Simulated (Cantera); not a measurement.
# Stirred combustor or abatement burner

A perfectly stirred reactor is fed with H₂ : O₂ : N₂ : NO = 1 : 0.658 : 2.47 : 0.0042 (molar parts), at 7.60 bar; it is adiabatic with a 400 K inlet, and is followed from long to short residence time, starting on the burning branch (τ in s: 0.028, 0.013, 0.0064, 0.003, 0.0014, 0.00067, 0.00032, 0.00015, 7.1e-05, 3.4e-05, 1.6e-05, 7.6e-06).

Detailed kinetics in Cantera: GRI-Mech 3.0 (53 species, 325 reactions). The hydrogen kinetics of GRI-Mech 3.0 are dated; newer H2 mechanisms differ, most at raised pressure. The mechanism lacks 2 NO + O2 → 2 NO2 and HONO, so NO2 and the effect of NO are under-described below about 1400 K.

```json
[
 {"τ (s)": "0.028", "T (K)": "2201", "x H₂": "0.000603", "x O₂": "0.0423", "x NO": "0.00218", "x H₂O": "0.273", "x H₂O₂": "5.37e-7"},
 {"τ (s)": "0.013", "T (K)": "2201", "x H₂": "0.000655", "x O₂": "0.0425", "x NO": "0.00172", "x H₂O": "0.272", "x H₂O₂": "5.50e-7"},
 {"τ (s)": "0.0064", "T (K)": "2200", "x H₂": "0.000749", "x O₂": "0.0426", "x NO": "0.00148", "x H₂O": "0.272", "x H₂O₂": "5.71e-7"},
 {"τ (s)": "0.0030", "T (K)": "2197", "x H₂": "0.000940", "x O₂": "0.0427", "x NO": "0.00134", "x H₂O": "0.272", "x H₂O₂": "6.12e-7"},
 {"τ (s)": "0.0014", "T (K)": "2193", "x H₂": "0.00130", "x O₂": "0.0427", "x NO": "0.00127", "x H₂O": "0.271", "x H₂O₂": "6.89e-7"},
 {"τ (s)": "0.00067", "T (K)": "2184", "x H₂": "0.00190", "x O₂": "0.0428", "x NO": "0.00123", "x H₂O": "0.270", "x H₂O₂": "8.12e-7"},
 {"τ (s)": "0.00032", "T (K)": "2171", "x H₂": "0.00288", "x O₂": "0.0429", "x NO": "0.00121", "x H₂O": "0.268", "x H₂O₂": "9.98e-7"},
 {"τ (s)": "0.00015", "T (K)": "2150", "x H₂": "0.00447", "x O₂": "0.0433", "x NO": "0.00119", "x H₂O": "0.265", "x H₂O₂": "1.26e-6"},
 {"τ (s)": "7.1e-5", "T (K)": "2119", "x H₂": "0.00686", "x O₂": "0.0439", "x NO": "0.00118", "x H₂O": "0.261", "x H₂O₂": "1.61e-6"},
 {"τ (s)": "3.4e-5", "T (K)": "2074", "x H₂": "0.0103", "x O₂": "0.0450", "x NO": "0.00117", "x H₂O": "0.255", "x H₂O₂": "2.04e-6"},
 {"τ (s)": "1.6e-5", "T (K)": "2008", "x H₂": "0.0151", "x O₂": "0.0469", "x NO": "0.00116", "x H₂O": "0.247", "x H₂O₂": "2.63e-6"},
 {"τ (s)": "7.6e-6", "T (K)": "1918", "x H₂": "0.0219", "x O₂": "0.0501", "x NO": "0.00115", "x H₂O": "0.236", "x H₂O₂": "3.53e-6"}
]
```
x: mole fraction; the columns are a selection and need not sum to one.
